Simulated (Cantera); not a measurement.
CHF3 + CH4 + H2 (fluorocarbon and chlorocarbon gases)

A closed system holds: 1 mol CHF3, a varied amount of CH4, 0.8 mol H2, equilibrated at 2050 K and 0.113 Torr.

Equilibrium computed with Cantera from the NASA thermochemical tables; the gas is ideal and each condensed phase is pure. Candidate condensed phases: C, C6H6, C7H8, C8H18; 95 gas species. Kinetics and transport are ignored.

```tsv
n(CH4) (mol)	x HF	x F	x H2	x H	x CF2	x CF	n C(graphite)
0.013	0.891	0.101	6.76e-7	0.000152	0.00784	0.000594	0.988
0.022	0.902	0.0913	8.41e-7	0.000170	0.00645	0.000539	1.00
0.037	0.920	0.0753	1.29e-6	0.000210	0.00439	0.000444	1.02
0.062	0.950	0.0473	3.48e-6	0.000345	0.00173	0.000279	1.06
0.1	0.991	0.00453	0.000413	0.00376	1.59e-5	2.67e-5	1.10
0.17	0.940	0.000517	0.0285	0.0313	2.07e-7	3.05e-6	1.17
0.29	0.864	0.000279	0.0828	0.0533	6.01e-8	1.64e-6	1.29
```
x: gas mole fraction; n: condensed amount in mol.

From 0.013 mol CH4 to 0.29 mol CH4 the condensed part is C(graphite). The main C-bearing gas is CF2 at 0.013 mol CH4 and C2H2 (acetylene) at 0.29 mol CH4.
